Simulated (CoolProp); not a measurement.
Properties of trans-2-butene at several states.

Values from CoolProp's reference Helmholtz-energy equation of state, Lemmon 2005. It is a short technical equation, of lower accuracy than the large ones.

```csv
T (K),p (MPa),phase,density (kg/m³),cp (kJ/(kg K)),Joule-Thomson coefficient (K/MPa),isothermal compressibility (1/MPa)
184.1,0.39,liquid,720.8,1.974,-0.5216,0.0008261
174.7,0.0111,liquid,730.1,1.957,-0.5305,0.0007624
397.5,0.761,gas,14.20,2.052,12.48,1.456
202.5,0.0288,liquid,702.0,2.010,-0.5009,0.0009809
507.6,0.28,gas,3.775,2.325,5.533,3.622
```
